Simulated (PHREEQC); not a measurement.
# Hard or scaling water

Make-up at 25 °C: 0.006 mol CaCl2, 0.042 mol Na2HPO4 and 2.7e-06 mol H4SiO4 per kg of water. Closed to the air; pH follows from the charge balance.

All values are PHREEQC results (ion-association model, wateq4f.dat), not measurements.

Each row changes one thing in this solution. This is a speciation only: nothing precipitates in the calculation.

```json
[
 {"case": "as made", "pH": "8.21", "ionic strength (mol/kgw)": "0.120", "HPO4-2 (mol/kgw)": "0.0338", "CaHPO4 (mol/kgw)": "0.00311", "NaHPO4- (mol/kgw)": "0.00191", "CaPO4- (mol/kgw)": "0.00156", "SI of Portlandite (Ca(OH)2)": "-9.71", "SI of Hydroxyapatite (Ca5(PO4)3OH)": "+13.91"},
 {"case": "CaCl2 replaced by Ca(OH)2 at the same molality", "pH": "10.98", "ionic strength (mol/kgw)": "0.126", "HPO4-2 (mol/kgw)": "0.0296", "CaHPO4 (mol/kgw)": "1.99e-5", "NaHPO4- (mol/kgw)": "0.00165", "CaPO4- (mol/kgw)": "0.00597", "SI of Portlandite (Ca(OH)2)": "-6.28", "SI of Hydroxyapatite (Ca5(PO4)3OH)": "…"},
 {"case": "H4SiO4 from 2.7e-06 to 5.4e-06 mol/kgw", "pH": "8.21", "ionic strength (mol/kgw)": "0.120", "HPO4-2 (mol/kgw)": "0.0338", "CaHPO4 (mol/kgw)": "0.00311", "NaHPO4- (mol/kgw)": "0.00191", "CaPO4- (mol/kgw)": "0.00156", "SI of Portlandite (Ca(OH)2)": "-9.71", "SI of Hydroxyapatite (Ca5(PO4)3OH)": "+13.91"},
 {"case": "Na2HPO4 from 0.042 to 0.084 mol/kgw", "pH": "8.31", "ionic strength (mol/kgw)": "…", "HPO4-2 (mol/kgw)": "0.0706", "CaHPO4 (mol/kgw)": "0.00297", "NaHPO4- (mol/kgw)": "0.00625", "CaPO4- (mol/kgw)": "0.00208", "SI of Portlandite (Ca(OH)2)": "-9.71", "SI of Hydroxyapatite (Ca5(PO4)3OH)": "+13.87"},
 {"case": "H4SiO4 left out", "pH": "8.21", "ionic strength (mol/kgw)": "0.120", "HPO4-2 (mol/kgw)": "0.0338", "CaHPO4 (mol/kgw)": "0.00311", "NaHPO4- (mol/kgw)": "0.00191", "CaPO4- (mol/kgw)": "0.00156", "SI of Portlandite (Ca(OH)2)": "-9.71", "SI of Hydroxyapatite (Ca5(PO4)3OH)": "+13.91"}
]
```

### Question
What belongs in the gaps?

### Answer

- CaCl2 replaced by Ca(OH)2 at the same molality, SI of Hydroxyapatite (Ca5(PO4)3OH): +14.17
- Na2HPO4 from 0.042 to 0.084 mol/kgw, ionic strength (mol/kgw): 0.235

Some of these states are supersaturated (in Hydroxyapatite, for instance). H3PO4, which wateq4f.dat lacks, is added to it with the constant of phreeqc.dat.
